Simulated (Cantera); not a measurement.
**Moist CO burnout**

An isothermal, constant-pressure homogeneous reactor starts with 0.498 % CO, 0.920 % O₂, 2.78 % H₂O, 95.8 % N₂, equivalence ratio 0.27, at 1150 K and 0.365 atm.

Computed with Cantera and GRI-Mech 3.0 (53 species, 325 reactions).

| t (s) | x CO | x O₂ | x H₂O | x CO₂ | x O | x NO |
|---|---|---|---|---|---|---|
| 4.00e-6 | 0.00498 | 0.00920 | 0.0278 | 1.46e-12 | 1.46e-12 | <1e-12 |
| 1.39e-5 | 0.00498 | 0.00920 | 0.0278 | 5.07e-12 | 5.02e-12 | <1e-12 |
| 4.80e-5 | 0.00498 | 0.00920 | 0.0278 | 1.77e-11 | 1.71e-11 | <1e-12 |
| 0.000167 | 0.00498 | 0.00920 | 0.0278 | 6.44e-11 | 5.56e-11 | <1e-12 |
| 0.000577 | 0.00498 | 0.00920 | 0.0278 | 3.07e-10 | 1.82e-10 | <1e-12 |
| 0.00200 | 0.00498 | 0.00920 | 0.0278 | 4.66e-9 | 1.63e-9 | <1e-12 |
| 0.00693 | 0.00498 | 0.00919 | 0.0278 | 5.80e-6 | 1.74e-6 | <1e-12 |
| 0.0240 | 0.000895 | 0.00722 | 0.0275 | 0.00410 | 8.22e-5 | 5.62e-8 |
| 0.0833 | 5.18e-5 | 0.00675 | 0.0278 | 0.00494 | 4.79e-6 | 6.55e-8 |
| 0.289 | 3.60e-6 | 0.00672 | 0.0278 | 0.00499 | 4.04e-7 | 6.55e-8 |
| 1.00 | 1.94e-7 | 0.00672 | 0.0279 | 0.00499 | 4.81e-8 | 6.58e-8 |
x: mole fraction; the columns are a selection and need not sum to one.

Equilibrium at this temperature and pressure: CO 5.15e-10, O₂ 0.00671, H₂O 0.0279, CO₂ 0.00499, O 1.13e-9, NO 2.61e-5 (gas phase only).
